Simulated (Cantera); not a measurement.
Cantera run:

```python
import numpy as np
import cantera as ct

gas_names = """
    B BCL BCL2 BCL3 BH BH2 BH3 BN B2 CL CL2 H HCL H2 N NH NH2 NH3 N2 N2H2 N2H4
""".split()
cond_names = """
    B(b) B(L) BN(s) NH4CL(a) NH4CL(b)
""".split()


def load(file, names, dense=False):
    # The tables refer to 1 bar. Condensed volumes are neglected.
    table = {s.name: s for s in ct.Species.list_from_file(file)}
    out = []
    for n in names:
        d = dict(table[n].input_data)
        d["thermo"] = dict(d["thermo"], **{"reference-pressure": 1e5})
        if dense:
            d["equation-of-state"] = {"model": "constant-volume", "density": "1e6 g/cm^3"}
        out.append(ct.Species.from_dict(d))
    return out


gas = ct.Solution(thermo="ideal-gas", species=load("nasa_gas.yaml", gas_names))
cond = {s.name: ct.Solution(thermo="fixed-stoichiometry", species=[s], name=s.name)
        for s in load("nasa_condensed.yaml", cond_names, dense=True)}
atoms = {
    'BCl3': {'B': 1, 'CL': 3},
    'N2': {'N': 2},
    'H2': {'H': 2},
}
top_T = {'BN(s)': 3200}  # K; cautious upper limits of use, not melting points


def equilibrate(T, P, feed):
    n = {}
    for name, mol in feed.items():
        for a, k in atoms[name].items():
            n[a] = n.get(a, 0.0) + k * mol
    gas.TPX = T, P, n
    mass = sum(n.values()) * gas.mean_molecular_weight
    gas.equilibrate("TP")
    valid = [c for c in cond.values() if c.min_temp <= T <= top_T.get(c.name, c.max_temp)]
    mix = ct.Mixture([(gas, mass / gas.mean_molecular_weight)] + [(c, 0.0) for c in valid])
    mix.T, mix.P = T, P
    mix.equilibrate("TP", solver="vcs", rtol=1e-11, max_steps=5000)
    return mix


results = []
feed = {'BCl3': 1, 'N2': 1.5, 'H2': 0.2}  # mol
T = 1000  # K
P = 180  # Pa
mix = equilibrate(T, P, feed)
results.append((T, P, feed, dict(zip(mix.species_names, mix.species_moles))))
x = sorted(zip(gas.X, gas.species_names), reverse=True)
print(f"T = {T:g} K  P = {P:g} Pa  gas = {mix.phase_moles(0):.4g} mol")
print("   x: " + "  ".join(f"{s} {v:.3e}" for v, s in x if v > 1e-06))
print("   condensed (mol): " + ("  ".join(f"{mix.phase(i).name} {mix.phase_moles(i):.4g}"
      for i in range(1, mix.n_phases) if mix.phase_moles(i) > 1e-12) or "none"))
```

Output:

```
T = 1000 K  P = 180 Pa  gas = 2.7 mol
   x: N2 5.309e-01  BCL3 3.210e-01  HCL 1.481e-01  H2 6.990e-06  CL 2.790e-06
   condensed (mol): BN(s) 0.1333
```

Cantera equilibrium calculation (NASA polynomials, part measured and part estimated; ideal gas, pure solids and liquids). N2 is the only nitrogen source here; it is nearly inert below about 1500 K, so the nitride shown seldom forms there in practice.
